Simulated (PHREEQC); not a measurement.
Make-up at 55 °C: 0.0052 mol CuCl2, 1 mol HNO3 and 0.00017 mol FeCl3 per kg of water. It is in equilibrium with CO2 at log p = -1 (atm). Otherwise closed; pH follows from the charge balance.

Computed with PHREEQC (ion-association model, phreeqc.dat).

**Question.** The ionic strength comes out as 1.02 mol/kgw. What activity coefficients do FeOH+2, CuCl+, H+, NO3-, Cl- get?

**Answer.** FeOH+2 0.15, CuCl+ 0.59, H+ 0.73, NO3- 0.54, Cl- 0.59.

Precipitation was switched off in this run. Ionic strength above about 0.7 mol/kgw puts this run outside the model's range. Away from 25 °C the constants follow the database's enthalpies or fits; those with neither stay at their 25 °C values.
